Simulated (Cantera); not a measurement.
Feed: 1 mol SiHCl₃, 300 mol N₂, held at 923.15 K and 300 Torr.

These are equilibrium values from Cantera (NASA tables, ideal gas, pure condensed phases), not measurements of a reactor. Candidate condensed phases: NH₄Cl, Si, Si₃N₄; 28 gas species. N₂ is the only nitrogen source here; it is nearly inert below about 1500 K, so the nitride shown seldom forms there in practice. Rates play no part.

Base state: N₂ 0.995, HCl 0.00307, SiCl₄ 0.00172, H₂ 0.000126 (mole fractions); condensed: Si₃N₄(s).

Question: What changes in the equilibrium state with this change: N₂ from 300 to 47 mol?

Answer: 
```csv
species,before,after
N₂,0.995,0.970
HCl,0.00307,0.0175
SiCl₄,0.00172,0.0112
H₂,0.000126,0.00163
"Si₃N₄(s), mol",0.160,0.154
```

Question: What changes in the equilibrium state with this change: temperature from 923.15 K to 1400 K?

Answer: 
```tsv
species	before	after
N₂	0.995	0.995
HCl	0.00307	0.00317
SiCl₄	0.00172	0.00137
SiCl₃	2.12e-7	0.000277
SiCl₂	1.05e-9	0.000239
H₂	0.000126	7.36e-5
Si₃N₄(s), mol	0.160	0.144
```
The tables' values for SiCl₃ are old estimates; treat these amounts as uncertain.
